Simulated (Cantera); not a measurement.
What does this Cantera script print?

```python
import numpy as np
import cantera as ct

gas_names = """
    CL CL2 H HCL H2 Si SiCL SiCL2 SiCL3 SiCL4 SiH SiHCL3 SiH2 SiH2CL2 SiH3 SiH3CL SiH4 Si2 Si3
""".split()
cond_names = """
    Si(cr) Si(L)
""".split()


def load(file, names, dense=False):
    # The tables refer to 1 bar. Condensed volumes are neglected.
    table = {s.name: s for s in ct.Species.list_from_file(file)}
    out = []
    for n in names:
        d = dict(table[n].input_data)
        d["thermo"] = dict(d["thermo"], **{"reference-pressure": 1e5})
        if dense:
            d["equation-of-state"] = {"model": "constant-volume", "density": "1e6 g/cm^3"}
        out.append(ct.Species.from_dict(d))
    return out


gas = ct.Solution(thermo="ideal-gas", species=load("nasa_gas.yaml", gas_names))
cond = {s.name: ct.Solution(thermo="fixed-stoichiometry", species=[s], name=s.name)
        for s in load("nasa_condensed.yaml", cond_names, dense=True)}
atoms = {
    'SiCl4': {'Si': 1, 'CL': 4},
    'Cl2': {'CL': 2},
    'H2': {'H': 2},
}
top_T = {}  # K; cautious upper limits of use, not melting points


def equilibrate(T, P, feed):
    n = {}
    for name, mol in feed.items():
        for a, k in atoms[name].items():
            n[a] = n.get(a, 0.0) + k * mol
    gas.TPX = T, P, n
    mass = sum(n.values()) * gas.mean_molecular_weight
    gas.equilibrate("TP")
    valid = [c for c in cond.values() if c.min_temp <= T <= top_T.get(c.name, c.max_temp)]
    mix = ct.Mixture([(gas, mass / gas.mean_molecular_weight)] + [(c, 0.0) for c in valid])
    mix.T, mix.P = T, P
    mix.equilibrate("TP", solver="vcs", rtol=1e-11, max_steps=5000)
    return mix


results = []
T = 873  # K
P = 1000  # Pa
for m in [55, 72, 95, 130, 160, 220, 280]:
    feed = {'SiCl4': 1, 'Cl2': 0.084, 'H2': m}  # mol
    mix = equilibrate(T, P, feed)
    results.append((T, P, feed, dict(zip(mix.species_names, mix.species_moles))))

top = {s: max(r[3][s] / sum(r[3][g] for g in gas_names) for r in results) for s in gas_names}
cols = sorted((s for s in top if top[s] > 0.001), key=lambda s: -top[s])[:7]
seen = [c for c in cond_names if any(r[3].get(c, 0) > 1e-12 for r in results)]
print("log10 of partial pressures in bar; condensed amounts in mol")
print(f"{'n(H2)':>10s}" + "".join(f"{s[:9]:>10s}" for s in cols + seen))
for T, P, feed, n in results:
    ng = sum(n[g] for g in gas_names)
    print(f"{feed['H2']:10.4g}" + "".join(f"{np.log10(max(n[s] / ng * P / 1e5, 1e-99)):10.3f}" for s in cols)
          + "".join(f"{n.get(c, 0):10.4g}" for c in seen))
```

Output:

```
log10 of partial pressures in bar; condensed amounts in mol
     n(H2)        H2     SiCL4       HCL    SiHCL3    Si(cr)
        55    -2.011    -3.864    -4.136    -4.408         0
        72    -2.009    -3.999    -4.209    -4.468  0.001409
        95    -2.007    -4.138    -4.243    -4.571   0.02279
       130    -2.005    -4.299    -4.282    -4.692   0.05338
       160    -2.005    -4.410    -4.309    -4.774   0.07805
       220    -2.004    -4.585    -4.353    -4.905    0.1239
       280    -2.003    -4.723    -4.387    -5.009    0.1659
```

Cantera equilibrium calculation (NASA polynomials, part measured and part estimated; ideal gas, pure solids and liquids). The tables' values for SiCl3 are old estimates; treat these amounts as uncertain.
